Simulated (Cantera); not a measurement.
Mixture: CO : H₂ : CH₄ : O₂ : N₂ = 1 : 0.069 : 0.59 : 1.9 : 7.16 (molar parts), equivalence ratio 0.90, at 500000 Pa, adiabatic and at constant pressure. Ignition delay is the time to a rise of 400 K.

Model: GRI-Mech 3.0 (53 species, 325 reactions), integrated in Cantera.

### Question
Predict: delay at 1273 K; delay at 1323 K; delay at 1373 K; delay at 1423 K; delay at 1473 K; delay at 1523 K; delay at 1573 K; apparent activation energy between 1473 and 1573 K.

### Answer
- delay at 1273 K: 1.63 ms
- delay at 1323 K: 0.969 ms
- delay at 1373 K: 0.585 ms
- delay at 1423 K: 0.361 ms
- delay at 1473 K: 0.228 ms
- delay at 1523 K: 0.148 ms
- delay at 1573 K: 98.6 µs
- apparent activation energy between 1473 and 1573 K: 160 kJ/mol
